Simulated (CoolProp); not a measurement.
Properties of ethanol along the isobar 7500 kPa (Tc = 241.6 °C, pc = 6268 kPa, ω = 0.644).

Values from CoolProp's reference Helmholtz-energy equation of state, Schroeder 2014.

```
T (°C)          phase  expansivity (1/kK)  conductivity (mW/(m K))
------  -------------  ------------------  -----------------------
111.35         liquid               1.518                      153
136.25         liquid               1.847                      149
161.05         liquid               2.314                      145
185.95         liquid               2.972                      141
210.75         liquid               4.253               (withheld)
235.65         liquid               10.41                      133
260.55  supercritical               33.65               (withheld)
285.35  supercritical               8.798               (withheld)
```

**Question.** Complete the blanks.

**Answer.** 
- 210.75, conductivity (mW/(m K)): 137
- 260.55, conductivity (mW/(m K)): 97.8
- 285.35, conductivity (mW/(m K)): 72.6

Thermal conductivity comes from a separate model (Assael 2013).
